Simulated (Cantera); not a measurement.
**Adiabatic ignition**

An adiabatic, constant-pressure homogeneous reactor starts with 2.75 % C₃H₈, 7.64 % O₂, 84.1 % N₂, 5.50 % CO₂, equivalence ratio 1.8, at 1148 K and 3750 Torr.

Cantera simulation using GRI-Mech 3.0 (53 species, 325 reactions); the numbers are that mechanism's predictions, not measurements. GRI-Mech 3.0 was tuned for natural gas; its chemistry of propane as a main component is partial and can be far from experiment.

```tsv
t (s)	T (K)	x C₃H₈	x O₂	x CO₂	x CH₂	x HO₂
2.00e-6	1148	0.0275	0.0764	0.0550	<1e-12	3.21e-8
5.02e-6	1148	0.0275	0.0764	0.0550	<1e-12	1.22e-7
1.26e-5	1148	0.0275	0.0764	0.0550	<1e-12	3.64e-7
3.17e-5	1148	0.0275	0.0764	0.0550	<1e-12	9.22e-7
7.96e-5	1148	0.0275	0.0764	0.0550	<1e-12	1.88e-6
0.000200	1148	0.0275	0.0764	0.0550	3.36e-12	2.01e-6
0.000502	1148	0.0274	0.0764	0.0550	4.07e-12	1.74e-6
0.00126	1148	0.0272	0.0763	0.0550	4.42e-12	1.90e-6
0.00317	1148	0.0267	0.0761	0.0549	5.55e-12	2.35e-6
0.00796	1149	0.0249	0.0754	0.0548	1.14e-11	4.02e-6
0.0200	1752	9.30e-11	3.08e-5	0.0541	2.83e-8	4.42e-9
0.0502	1744	1.74e-11	8.91e-10	0.0516	1.39e-8	<1e-12
0.126	1738	3.83e-12	7.80e-10	0.0493	6.67e-9	<1e-12
0.317	1733	<1e-12	6.87e-10	0.0475	1.80e-9	<1e-12
0.796	1730	<1e-12	6.39e-10	0.0469	9.62e-11	<1e-12
2.00	1730	<1e-12	6.62e-10	0.0469	<1e-12	<1e-12
```
x: mole fraction; the columns are a selection and need not sum to one.

```yaml
time_of_steepest_temperature_rise: 16.7 ms
temperature at 2.00 s: 1730 K
equilibrium_temperature: 1730 K
x(C₃H₈) at 2.00 s: <1e-12 (gas-phase equilibrium <1e-12)
x(O₂) at 2.00 s: 6.62e-10 (gas-phase equilibrium 6.62e-10)
x(CO₂) at 2.00 s: 0.0469 (gas-phase equilibrium 0.0469)
```
